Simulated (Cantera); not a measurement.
An adiabatic, constant-pressure homogeneous reactor starts with 3.05 % CH₄, 0.793 % C₂H₆, 0.793 % C₃H₈, 20.1 % O₂, 75.3 % N₂, at 1750 K and 0.440 bar.

Model: GRI-Mech 3.0 (53 species, 325 reactions), integrated in Cantera. GRI-Mech 3.0 was tuned for natural gas; its chemistry of propane as a main component is partial and can be far from experiment.

Question: Predict: time of steepest temperature rise; temperature at 6.00 s; equilibrium temperature; x(NO) at 6.00 s.

Answer: 
```json
{
  "time_of_steepest_temperature_rise": "42.9 µs",
  "temperature at 6.00 s": "2632 K",
  "equilibrium_temperature": "2632 K",
  "x(NO) at 6.00 s": "0.0154 (gas-phase equilibrium 0.0154)"
}
```
